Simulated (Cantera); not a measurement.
Cantera with NASA thermochemical tables; ideal gases at 1 bar, condensed phases pure. Values are per mole of reaction as written; species without (g) are pure solids or liquids, kept so even where they would boil at 1 bar.

SiCl2(g) + 2 C ⇌ SiC2(g) + 2 Cl(g)

```csv
T (K),ΔH° (kJ),ΔS° (J/K),ΔG° (kJ),log10 K
300,1026.3,274.4,944.0,-164.36
2073,1030.4,286.3,436.9,-11.01
2173,[?],[?],[?],[?]
2273,1029.5,285.9,379.7,-8.73
2373,1029.0,285.7,351.1,-7.73
2473,1028.6,285.5,322.6,-6.81
2573,1028.1,285.3,294.0,-5.97
2673,1027.7,285.1,265.5,-5.19
2773,[?],[?],[?],[?]
2873,1026.9,284.8,208.5,-3.79
2973,1026.5,284.7,180.0,-3.16
```

Problem. Some entries are withheld; supply them.

Solution. 
- 2173, ΔH° (kJ): 1029.9
- 2173, ΔS° (J/K): 286.1
- 2173, ΔG° (kJ): 408.3
- 2173, log10 K: -9.81
- 2773, ΔH° (kJ): 1027.3
- 2773, ΔS° (J/K): 285.0
- 2773, ΔG° (kJ): 237.0
- 2773, log10 K: -4.46
